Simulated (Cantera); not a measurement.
# SiH₄ + CO₂ + O₂ (silicon oxide and oxynitride deposition)

Charge: 1 mol SiH₄, 0.43 mol CO₂, 0.69 mol O₂, equilibrated at 0.0100 bar.

Method: chemical equilibrium by Gibbs-energy minimisation in Cantera with the NASA 1993 tables (ideal gas, pure condensed phases). Candidate condensed phases: C, C₆H₆, C₇H₈, C₈H₁₈, H₂O, Si, SiC, SiO₂; 123 gas species. Mutual solubility and eutectic melting of coexisting phases are not modelled. The tables hold silica as quartz up to 1696 K and as liquid above; real silica turns to tridymite and cristobalite and melts near 1996 K. The numbers say what is thermodynamically allowed, not how fast it happens.

At 477 °C the condensed part is C(graphite) + SiO₂(α-quartz). From 577 °C to 977 °C the condensed part is C(graphite) + SiO₂(β-quartz). From 1077 °C to 1277 °C the condensed part is SiC(s) + SiO₂(β-quartz). At 1377 °C the condensed part is SiO₂(β-quartz).

```json
[
 {"T (°C)": "477", "x H₂": "0.874", "x CO": "0.0493", "x SiO": "<1e-12", "x H₂O": "0.0391", "x CH₄": "0.0244", "x CO₂": "0.0135", "x H": "2.96e-12", "n C(graphite)": "0.249", "n SiO₂(α-quartz)": "1.00", "n SiO₂(β-quartz)": "0", "n SiC(s)": "0"},
 {"T (°C)": "577", "x H₂": "0.889", "x CO": "0.0982", "x SiO": "<1e-12", "x H₂O": "0.00616", "x CH₄": "0.00491", "x CO₂": "0.00208", "x H": "1.93e-10", "n C(graphite)": "0.197", "n SiO₂(α-quartz)": "0", "n SiO₂(β-quartz)": "1.00", "n SiC(s)": "0"},
 {"T (°C)": "677", "x H₂": "0.891", "x CO": "0.106", "x SiO": "<1e-12", "x H₂O": "0.000884", "x CH₄": "0.00133", "x CO₂": "0.000189", "x H": "5.25e-9", "n C(graphite)": "0.189", "n SiO₂(α-quartz)": "0", "n SiO₂(β-quartz)": "1.00", "n SiC(s)": "0"},
 {"T (°C)": "777", "x H₂": "0.892", "x CO": "0.107", "x SiO": "6.15e-12", "x H₂O": "0.000173", "x CH₄": "0.000456", "x CO₂": "2.45e-5", "x H": "7.66e-8", "n C(graphite)": "0.189", "n SiO₂(α-quartz)": "0", "n SiO₂(β-quartz)": "1.00", "n SiC(s)": "0"},
 {"T (°C)": "877", "x H₂": "0.893", "x CO": "0.107", "x SiO": "5.68e-9", "x H₂O": "4.48e-5", "x CH₄": "0.000186", "x CO₂": "4.53e-6", "x H": "7.05e-7", "n C(graphite)": "0.190", "n SiO₂(α-quartz)": "0", "n SiO₂(β-quartz)": "1.00", "n SiC(s)": "0"},
 {"T (°C)": "977", "x H₂": "0.893", "x CO": "0.107", "x SiO": "1.73e-6", "x H₂O": "1.44e-5", "x CH₄": "8.76e-5", "x CO₂": "1.10e-6", "x H": "4.57e-6", "n C(graphite)": "0.190", "n SiO₂(α-quartz)": "0", "n SiO₂(β-quartz)": "1.000", "n SiC(s)": "0"},
 {"T (°C)": "1077", "x H₂": "0.845", "x CO": "0.155", "x SiO": "0.000153", "x H₂O": "7.54e-6", "x CH₄": "4.09e-5", "x CO₂": "7.04e-7", "x H": "2.19e-5", "n C(graphite)": "0", "n SiO₂(α-quartz)": "0", "n SiO₂(β-quartz)": "0.936", "n SiC(s)": "0.0632"},
 {"T (°C)": "1177", "x H₂": "0.842", "x CO": "0.155", "x SiO": "0.00288", "x H₂O": "1.12e-5", "x CH₄": "6.82e-6", "x CO₂": "8.68e-7", "x H": "8.68e-5", "n C(graphite)": "0", "n SiO₂(α-quartz)": "0", "n SiO₂(β-quartz)": "0.932", "n SiC(s)": "0.0611"},
 {"T (°C)": "1277", "x H₂": "0.803", "x CO": "0.160", "x SiO": "0.0367", "x H₂O": "1.52e-5", "x CH₄": "1.34e-6", "x CO₂": "1.08e-6", "x H": "0.000282", "n C(graphite)": "0", "n SiO₂(α-quartz)": "0", "n SiO₂(β-quartz)": "0.876", "n SiC(s)": "0.0329"},
 {"T (°C)": "1377", "x H₂": "0.762", "x CO": "0.164", "x SiO": "0.0726", "x H₂O": "9.19e-5", "x CH₄": "6.77e-8", "x CO₂": "6.15e-6", "x H": "0.000793", "n C(graphite)": "0", "n SiO₂(α-quartz)": "0", "n SiO₂(β-quartz)": "0.810", "n SiC(s)": "0"}
]
```
x: gas mole fraction; n: condensed amount in mol.
